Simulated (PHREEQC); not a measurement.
Consider water at 25 °C with 0.005 mol/kgw H2S, 0.0068 mol/kgw HCl and 0.00024 mol/kgw SrCl2. Closed to the air; pH follows from the charge balance.

Equilibrium calculation in PHREEQC: ion-association model, phreeqc.dat.

No solid was allowed to form.

**Question.** Predict the pH.

**Answer.** pH 2.20.
